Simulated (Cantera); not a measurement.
A closed system holds: 1 mol PbO, 0.2 mol N2, 7.5 mol H2, held at 10.0 mbar.

Cantera equilibrium calculation (NASA polynomials, part measured and part estimated; ideal gas, pure solids and liquids). Candidate condensed phases: H2O, Pb, PbO, PbO2, Pb3O4; 27 gas species. Rates play no part.

Q: Which condensed phases are stable at each of these points (T (K)): 825, 925, 1025, 1125, 1225, 1325, 1425, 1525?

A: 
```
T (K)  condensed phases  Pb condensed (%)
-----  ----------------  ----------------
825               Pb(l)             100.0
925               Pb(l)              99.8
1025              Pb(l)              97.9
1125              Pb(l)              85.1
1225              Pb(l)              20.6
1325           gas only               0.0
1425           gas only               0.0
1525           gas only               0.0
```

From 825 K to 1225 K the condensed part is Pb(l). From 1325 K to 1525 K nothing is condensed.
